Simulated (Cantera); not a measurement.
A freely propagating, adiabatic, planar premixed flame of 9.45 % CH3OH, 17.1 % O2, 73.4 % N2, unburnt at 475 K and 0.138 atm; mixture-averaged transport, grid criteria slope 0.08 and curve 0.16, no radiation.

Detailed kinetics in Cantera: GRI-Mech 3.0 (53 species, 325 reactions). GRI-Mech 3.0 was tuned for natural gas; its chemistry of methanol as a main component is partial and can be far from experiment. Burning velocities carry a grid error of a few per cent, more on coarse grids.

x: mole fraction of selected species; z is measured from the peak of heat release.

| z (mm) | T (K) | u (m/s) | x CH3OH | x O2 | x C2H4 | x H2 | x HO2 | x H2O2 |
|---|---|---|---|---|---|---|---|---|
| -6.57 | 475 | 0.771 | 0.0944 | 0.171 | <1e-8 | 0.00126 | 1.65e-7 | 3.53e-7 |
| -4.38 | 478 | 0.776 | 0.0941 | 0.170 | <1e-8 | 0.00335 | 2.19e-6 | 4.69e-6 |
| -3.28 | 487 | 0.794 | 0.0936 | 0.169 | <1e-8 | 0.00577 | 1.12e-5 | 2.37e-5 |
| -2.19 | ? | 0.904 | 0.0902 | 0.164 | 1.54e-8 | 0.0101 | 8.24e-5 | 0.000153 |
| -1.09 | ? | 1.46 | 0.0675 | 0.137 | 1.34e-7 | 0.0167 | 0.000691 | 0.000809 |
| -0.547 | ? | 2.08 | 0.0368 | 0.108 | 3.13e-7 | 0.0201 | 0.00182 | 0.00118 |
| 0 | 1555 | 2.74 | 0.00496 | 0.0763 | 4.96e-7 | 0.0203 | 0.00131 | 0.000145 |
| 0.547 | 1654 | 2.92 | 4.61e-5 | 0.0576 | 6.72e-8 | 0.0140 | 2.98e-5 | 2.78e-7 |
| 1.09 | 1678 | 2.95 | 1.22e-7 | 0.0486 | <1e-8 | 0.0107 | 3.07e-6 | 1.52e-7 |
| 2.19 | 1709 | 2.99 | <1e-8 | 0.0424 | <1e-8 | 0.0100 | 2.53e-6 | 1.45e-7 |
| 4.38 | 1749 | 3.05 | <1e-8 | 0.0393 | <1e-8 | 0.0100 | 2.19e-6 | 1.21e-7 |
| 8.76 | 1802 | 3.13 | <1e-8 | 0.0375 | <1e-8 | 0.00903 | 1.83e-6 | 9.14e-8 |
| 17.5 | 1866 | 3.22 | <1e-8 | 0.0355 | <1e-8 | 0.00734 | 1.42e-6 | 6.44e-8 |

Question: What belongs in the gaps?

Answer: 
- -2.19, T (K): 550
- -1.09, T (K): 867
- -0.547, T (K): 1204
